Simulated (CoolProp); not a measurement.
Sulfur dioxide along the isobar 31900 kPa: Z from the reference equation and from simpler models built on Tc = 430.6 K, pc = 7887 kPa, ω = 0.256; each cubic takes its own stable root.

Values from CoolProp's reference Helmholtz-energy equation of state, Gao 2016.

```
T (K)          phase  reference  van der Waals  Redlich-Kwong  Soave-Redlich-Kwong  Peng-Robinson
-----  -------------  ---------  -------------  -------------  -------------------  -------------
281.3         liquid     0.5970         0.9619         0.6774               0.6622         0.5891
299           liquid     0.5779         0.9218         0.6546               0.6393         0.5685
316.7         liquid     0.5620         0.8872         0.6361               0.6208         0.5521
334.4         liquid     0.5493         0.8573         0.6213               0.6065         0.5394
352.1         liquid     0.5394         0.8315         0.6099               0.5961         0.5304
369.8         liquid     0.5323         0.8094         0.6017               0.5895         0.5250
387.4         liquid     0.5281         0.7908         0.5967               0.5867         0.5233
405.1         liquid     0.5269         0.7750         0.5946               0.5878         0.5254
422.8         liquid     0.5289         0.7619         0.5955               0.5931         0.5318
440.5  supercritical     0.5344         0.7515         0.5994               0.6029         0.5426
458.2  supercritical     0.5440         0.7436         0.6064               0.6175         0.5584
```
